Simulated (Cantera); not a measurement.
Input: 1 mol CsCl, 0.022 mol HCl, 0.27 mol H₂, at 0.0900 Torr.

Method: chemical equilibrium by Gibbs-energy minimisation in Cantera with the NASA 1993 tables (ideal gas, pure condensed phases). Candidate condensed phases: Cs, CsCl; 9 gas species. Kinetics and transport are ignored.

Q: At 1600 K, list the 4 most abundant gas species with their mole fractions, and the condensed phases.

A: CsCl 0.763, H₂ 0.203, HCl 0.0240, Cs 0.00729. Condensed: gas only.
